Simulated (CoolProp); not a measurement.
Values from CoolProp's reference Helmholtz-energy equation of state, McLinden 2015.

Problem. For the fluoroketone C6F12O (FK-5-1-12), give the phase and the Joule-Thomson coefficient (K/MPa) at 226.85 °C and 0.17 MPa; 226.85 °C and 0.51 MPa; 226.85 °C and 0.765 MPa.

Solution. 
- 226.85 °C and 0.17 MPa: gas; Joule-Thomson coefficient 5.67
- 226.85 °C and 0.51 MPa: gas; Joule-Thomson coefficient 5.97
- 226.85 °C and 0.765 MPa: gas; Joule-Thomson coefficient 6.23
